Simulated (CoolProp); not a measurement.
Saturation properties of carbon monoxide (Tc = 132.9 K, pc = 34.98 bar, ω = 0.050).

Computed with CoolProp (reference Helmholtz-energy equation of state, Lemmon 2006). It is a short technical equation, of lower accuracy than the large ones.

```tsv
T (K)	p (bar)	liquid density (kg/m³)	enthalpy of vaporisation (kJ/kg)	liquid cp (kJ/(kg K))	vapour Z	surface tension (mN/m)
87.6	1.900	766.5	206.0	2.172	0.9355	8.26
92.1	2.881	745.4	198.8	2.206	0.9135	7.32
96.7	4.228	722.6	190.6	2.257	0.8868	6.38
101.3	5.986	698.4	181.6	2.329	0.8556	5.46
105.8	8.165	673.1	171.6	2.428	0.8203	4.58
110.4	10.93	644.9	160.0	2.573	0.7787	3.69
115	14.31	613.6	146.5	2.793	0.7306	2.84
119.5	18.28	578.8	130.8	3.148	0.6755	2.03
```

It boils at 81.6 K under 1 atm.

Surface tension comes from a separate correlation (Mulero 2012).
